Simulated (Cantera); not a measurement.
An isothermal, constant-pressure homogeneous reactor starts with 58.5 % NH3, 41.5 % N2, at 1725 K and 750 Torr.

Computed with Cantera and the gas-phase N/H chemistry of the illustrative SiF4/NH3 mechanism in the Surface Chemkin manual (1991). Walls and surfaces, which speed up NH3 decomposition in real reactors, are not modelled.

Question: Predict: x(NH3) at 2.00 s; x(NH2) at 2.00 s; x(H) at 2.00 s; x(N2H4) at 2.00 s; x(N) at 2.00 s.

Answer: 
* **x(NH3) at 2.00 s**: 0.137 (gas-phase equilibrium 9.36e-6)
* **x(NH2) at 2.00 s**: 6.31e-5 (gas-phase equilibrium 6.05e-9)
* **x(H) at 2.00 s**: 7.63e-5 (gas-phase equilibrium 0.000139)
* **x(N2H4) at 2.00 s**: 2.50e-8 (gas-phase equilibrium <1e-12)
* **x(N) at 2.00 s**: 3.08e-8 (gas-phase equilibrium 6.05e-12)
